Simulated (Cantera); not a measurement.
Feed: 1 mol AlCl3, 1.6 mol N2O, 530 mol H2, equilibrated at 0.133 bar.

Cantera equilibrium calculation (NASA polynomials, part measured and part estimated; ideal gas, pure solids and liquids). Candidate condensed phases: Al, AlCl3, AlN, Al2O3, H2O, NH4Cl; 45 gas species. Equilibrium is a limit: real reactors are often held back by kinetics, nucleation or transport.

### Question
What share of the Al ends up in condensed phases as a function of T (K), at 1200, 1300, 1400, 1500, 1600, 1700, 1800, 1900, 2000, 2100?

### Answer
```csv
T (K),Al condensed (%),as
1200,100.0,Al2O3(s)
1300,100.0,Al2O3(s)
1400,100.0,Al2O3(s)
1500,100.0,Al2O3(s)
1600,99.7,Al2O3(s)
1700,98.2,Al2O3(s)
1800,93.7,Al2O3(s)
1900,84.9,Al2O3(s)
2000,69.9,Al2O3(s)
2100,46.1,Al2O3(s)
```
